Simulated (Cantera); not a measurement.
Feed: 1 mol H2S, 0.86 mol H2O, 1.1 mol N2, held at 2400 Torr.

Cantera equilibrium calculation (NASA polynomials, part measured and part estimated; ideal gas, pure solids and liquids). Candidate condensed phases: H2O, H2SO4, S; 35 gas species. Rates play no part.

### Question
At 1027 °C, list the 6 most abundant gas species with their mole fractions, and the condensed phases.

### Answer
N2 0.359, H2O 0.279, H2S 0.257, H2 0.0703, S2 0.0339, SO2 0.000631. Condensed: gas only.
